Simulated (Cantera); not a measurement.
An adiabatic, constant-volume homogeneous reactor starts with CH4 : O2 : N2 : H2O = 1 : 3.51 : 13.2 : 0.79 (molar parts), at 1450 K and 2.30 bar. Integrator tolerance rtol = 1e-08.

Detailed kinetics in Cantera: GRI-Mech 3.0 (53 species, 325 reactions).

**Question.** What does this change do: pressure from 2.30 bar to 18.0 bar?

**Answer.** 
```csv
quantity,before,after
time of steepest temperature rise,0.863 ms,0.143 ms
temperature at 3.00 s,2616 K,2683 K
equilibrium temperature,2616 K,2683 K
x(CH4) at 3.00 s,<1e-12 (gas-phase equilibrium <1e-12),<1e-12 (gas-phase equilibrium <1e-12)
x(O2) at 3.00 s,0.0726 (gas-phase equilibrium 0.0726),0.0716 (gas-phase equilibrium 0.0716)
x(H2O) at 3.00 s,0.140 (gas-phase equilibrium 0.140),0.144 (gas-phase equilibrium 0.144)
x(C2H) at 3.00 s,<1e-12 (gas-phase equilibrium <1e-12),<1e-12 (gas-phase equilibrium <1e-12)
x(HCO) at 3.00 s,2.99e-9 (gas-phase equilibrium 2.99e-9),3.64e-9 (gas-phase equilibrium 3.64e-9)
x(HCN) at 3.00 s,3.97e-11 (gas-phase equilibrium 3.97e-11),5.44e-11 (gas-phase equilibrium 5.44e-11)
x(CO) at 3.00 s,0.00577 (gas-phase equilibrium 0.00577),0.00299 (gas-phase equilibrium 0.00299)
```
The pressure lies above the range GRI-Mech 3.0 was tuned for (to about 10 atm).
